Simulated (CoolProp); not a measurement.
Computed with CoolProp (reference Helmholtz-energy equation of state, Thol 2019).

Question: Give the vapour pressure (MPa), vapour Z, surface tension (mN/m) of saturated dodecamethylpentasiloxane (MD3M) at 356.8 K.

Answer: 
```
T (K)   p (MPa)  vapour Z  surface tension (mN/m)
-----  --------  --------  ----------------------
356.8  0.000480     0.998                    13.9
```

Surface tension comes from a separate correlation (Mulero 2014), older than this fluid's equation and unchecked against measurements.
